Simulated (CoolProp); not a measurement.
Vapour-liquid equilibrium of chloromethane (R40) (1) + isobutene (2) at 20.65 °C; x and y are mole fractions of (1).

Model: multi-fluid Helmholtz-energy mixture model, Thol 2014 and Lemmon 2005; pair parameters Bell 2016, in CoolProp.

```tsv
x	bubble pressure, mixture model (bar)	bubble pressure, Raoult's law (bar)	y, mixture model	y, Raoult's law
0.05	2.848	2.788	[?]	0.091
0.15	3.174	3.029	0.269	0.251
0.25	3.462	3.270	[?]	0.388
0.35	3.723	3.511	0.503	0.506
0.45	3.962	3.752	[?]	0.609
0.55	4.186	3.993	0.677	0.699
0.65	4.397	4.234	0.754	0.779
0.75	4.599	4.475	[?]	0.851
0.85	[?]	4.716	[?]	0.915
0.95	[?]	4.957	[?]	0.973
```

Task: Complete the blanks.

Result: 
- 0.05, y, mixture model: 0.104
- 0.25, y, mixture model: 0.397
- 0.45, y, mixture model: 0.595
- 0.75, y, mixture model: 0.827
- 0.85, bubble pressure, mixture model (bar): 4.795
- 0.85, y, mixture model: 0.897
- 0.95, bubble pressure, mixture model (bar): 4.984
- 0.95, y, mixture model: 0.966

The largest gap from Raoult's law is +6.0 % in bubble pressure, at x = 0.35. No azeotrope shows between x = 0.05 and 0.95.

The pair parameters rest on a limited set of measurements; away from them the model extrapolates.
